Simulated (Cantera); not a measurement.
Cantera run, input and output.

```python
import numpy as np
import cantera as ct

gas = ct.Solution("gri30.yaml")
gas.TPX = 1898, 20000, {'NO': 1, 'N2': 0.38}
reactor = ct.IdealGasConstPressureReactor(gas, energy="off", clone=False)
net = ct.ReactorNet([reactor])
net.rtol, net.atol = 1e-08, 1e-18
show = ['NO', 'NO2', 'N2O', 'O', 'N2']
times = np.geomspace(0.0005, 10, 9)

steps = ct.SolutionArray(gas, extra=["t"])
rows = []
print(f"{'t/s':>10s}{'T/K':>9s}{'P/Pa':>11s}" + "".join(f"{s:>11s}" for s in show))
for t in times:
    while net.time < t:
        t_next = net.step()
        steps.append(gas.state, t=t_next)
    rows.append([np.interp(t, steps.t, y) for y in (steps.T, steps.P, *steps(*show).X.T)])
    print(f"{t:10.3e}{rows[-1][0]:9.1f}{rows[-1][1]:11.4g}" + "".join(f"{x:11.3e}" for x in rows[-1][2:]))
rate = np.gradient(steps.T, steps.t)
print("integrator steps:", len(steps.t))
if steps.T.max() > steps.T[0] + 200:
    print(f"time of steepest temperature rise: {steps.t[rate.argmax()]:.4e} s")
gas.TPX = 1898, 20000, {'NO': 1, 'N2': 0.38}
gas.equilibrate("TP")
print(f"equilibrium (TP): T = {gas.T:.1f} K  " + "  ".join(f"{s} {gas[s].X[0]:.3e}" for s in show))
```

Output:

```
       t/s      T/K       P/Pa         NO        NO2        N2O          O         N2
 5.000e-04   1898.0      2e+04  7.246e-01  1.162e-05  2.632e-05  1.761e-05  2.754e-01
 1.724e-03   1898.0      2e+04  7.244e-01  5.703e-05  7.851e-05  4.141e-05  2.754e-01
 5.946e-03   1898.0      2e+04  7.239e-01  1.206e-04  1.720e-04  7.109e-05  2.756e-01
 2.050e-02   1898.0      2e+04  7.220e-01  1.366e-04  2.169e-04  7.986e-05  2.765e-01
 7.071e-02   1898.0      2e+04  7.155e-01  1.552e-04  2.127e-04  8.870e-05  2.797e-01
 2.438e-01   1898.0      2e+04  6.933e-01  2.039e-04  1.963e-04  1.132e-04  2.908e-01
 8.409e-01   1898.0      2e+04  6.206e-01  2.926e-04  1.515e-04  1.689e-04  3.272e-01
 2.900e+00   1898.0      2e+04  4.271e-01  3.311e-04  6.752e-05  2.634e-04  4.240e-01
 1.000e+01   1898.0      2e+04  1.449e-01  1.568e-04  7.446e-06  3.575e-04  5.651e-01
integrator steps: 772
equilibrium (TP): T = 1898.0 K  NO 6.709e-03  NO2 8.089e-06  N2O 1.528e-07  O 3.951e-04  N2 6.342e-01
```

Detailed kinetics in Cantera: GRI-Mech 3.0 (53 species, 325 reactions).
